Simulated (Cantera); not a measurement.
## Hydrogen reduction and annealing atmospheres: V₂O₅ + H₂

Charge: 1 mol V₂O₅, 7.7 mol H₂, at 13300 Pa.

Method: chemical equilibrium by Gibbs-energy minimisation in Cantera with the NASA 1993 tables (ideal gas, pure condensed phases). Candidate condensed phases: H₂O, V, VO, V₂O₃, V₂O₄, V₂O₅; 12 gas species. Condensed phases not in the tables: the oxides between V₂O₃ and V₂O₅ other than VO₂. Equilibrium is a limit: real reactors are often held back by kinetics, nucleation or transport.

| T (K) | log p H₂ | log p H₂O | log p H | log p VO₂ | log p OH | n V₂O₃(s) |
|---|---|---|---|---|---|---|
| 1525 | -1.01 | -1.46 | -5.13 | -8.15 | -7.09 | 1.00 |
| 1625 | -1.01 | -1.46 | -4.65 | -7.15 | -6.48 | 1.000 |
| 1725 | -1.01 | -1.46 | -4.23 | -6.28 | -5.95 | 1.000 |
| 1825 | -1.01 | -1.46 | -3.86 | -5.50 | -5.47 | 1.000 |
| 1925 | -1.01 | -1.46 | -3.52 | -4.81 | -5.04 | 1.000 |
| 2025 | -1.01 | -1.46 | -3.22 | -4.19 | -4.65 | 0.998 |
| 2125 | -1.01 | -1.47 | -2.95 | -3.64 | -4.31 | 0.993 |
log p: log10 of the partial pressure in bar; n: condensed amount in mol.

From 1525 K to 2125 K the condensed part is V₂O₃(s). The main V-bearing gas is VO₂ throughout.
